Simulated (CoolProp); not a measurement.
The numbers come from the reference Helmholtz-energy equation of state, Fiedler 2023 in CoolProp.

### Question
For tetrahydrofuran, give the phase and the Z, Joule-Thomson coefficient (K/MPa), expansivity (1/kK) at 127.65 °C and 0.335 MPa; 133.25 °C and 0.335 MPa; 149.95 °C and 0.335 MPa.

### Answer
- 127.65 °C and 0.335 MPa: gas; Z 0.942, Joule-Thomson coefficient 17.0, expansivity 2.99
- 133.25 °C and 0.335 MPa: gas; Z 0.945, Joule-Thomson coefficient 16.3, expansivity 2.93
- 149.95 °C and 0.335 MPa: gas; Z 0.952, Joule-Thomson coefficient 14.3, expansivity 2.75
